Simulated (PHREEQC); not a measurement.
Dissolve 0.002 mol CdCl2, 0.0047 mol Na2SO4 and 0.027 mol FeSO4 per kg of water at 90 °C. Closed to the air; pH follows from the charge balance.

The numbers come from PHREEQC with the ion-association model, phreeqc.dat.

Each row changes one thing in this solution. No solid was allowed to form.

| case | pH | ionic strength (mol/kgw) | SO4-2 (mol/kgw) | Cl- (mol/kgw) | HSO4- (mol/kgw) |
|---|---|---|---|---|---|
| as made | 5.35 | 0.0659 | 0.0159 | 0.00382 | 1.86e-5 |
| diluted 5-fold with water | 5.41 | 0.0167 | 0.00409 | 0.000785 | 5.51e-6 |
| FeSO4 left out | 5.90 | 0.0169 | 0.00396 | 0.00372 | 1.73e-6 |
| CdCl2 from 0.002 to 0.02 mol/kgw | 5.27 | 0.0977 | 0.0144 | 0.0307 | 1.82e-5 |
| Na2SO4 from 0.0047 to 0.047 mol/kgw | 5.59 | 0.166 | 0.0475 | 0.00390 | 2.39e-5 |
| CdCl2 replaced by PbCl2 at the same molality | 5.34 | 0.0654 | 0.0158 | 0.00381 | 1.90e-5 |
| Na2SO4 replaced by Li2SO4 at the same molality | 5.35 | 0.0661 | 0.0160 | 0.00382 | 1.86e-5 |

Some of these states are supersaturated (in Anglesite, Pb(OH)2, for instance). Away from 25 °C the constants follow the database's enthalpies or fits; those with neither stay at their 25 °C values.
